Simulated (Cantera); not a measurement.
**Hydrocarbon pyrolysis for carbon deposition**

A perfectly stirred reactor is fed with C2H4 : H2 = 1 : 1.8 (molar parts), at 1.13 Torr; it is held at 1900 K, and followed from long to short residence time.

Detailed kinetics in Cantera: GRI-Mech 3.0 (53 species, 325 reactions). GRI-Mech 3.0 was tuned for natural gas; its chemistry of ethylene as a main component is partial and can be far from experiment. GRI-Mech 3.0 stops at C3 and has no aromatics, soot or wall deposition, so with more carbon than oxygen in the feed, carbon stays in small species such as C2H2 where larger ones or solid carbon would form. Radical loss at walls, strong at low pressure, is not modelled.

```json
[
 {"τ (s)": "8.3", "x C2H4": "0.000211", "x H2": "0.734", "x H": "0.00300", "x CH2": "4.44e-8", "x C2H2": "0.263", "x C2H6": "7.53e-11"},
 {"τ (s)": "2.5", "x C2H4": "0.00142", "x H2": "0.735", "x H": "0.00117", "x CH2": "1.44e-8", "x C2H2": "0.262", "x C2H6": "2.91e-10"},
 {"τ (s)": "0.77", "x C2H4": "0.00718", "x H2": "0.734", "x H": "0.000533", "x CH2": "2.16e-8", "x C2H2": "0.258", "x C2H6": "1.26e-9"},
 {"τ (s)": "0.24", "x C2H4": "0.0277", "x H2": "0.729", "x H": "0.000296", "x CH2": "4.50e-8", "x C2H2": "0.243", "x C2H6": "4.41e-9"},
 {"τ (s)": "0.072", "x C2H4": "0.0865", "x H2": "0.714", "x H": "0.000195", "x CH2": "9.38e-8", "x C2H2": "0.199", "x C2H6": "1.27e-8"},
 {"τ (s)": "0.022", "x C2H4": "0.191", "x H2": "0.686", "x H": "0.000133", "x CH2": "1.45e-7", "x C2H2": "0.122", "x C2H6": "2.53e-8"},
 {"τ (s)": "0.0067", "x C2H4": "0.289", "x H2": "0.661", "x H": "6.83e-5", "x CH2": "1.10e-7", "x C2H2": "0.0502", "x C2H6": "3.20e-8"}
]
```
x: mole fraction; the columns are a selection and need not sum to one.
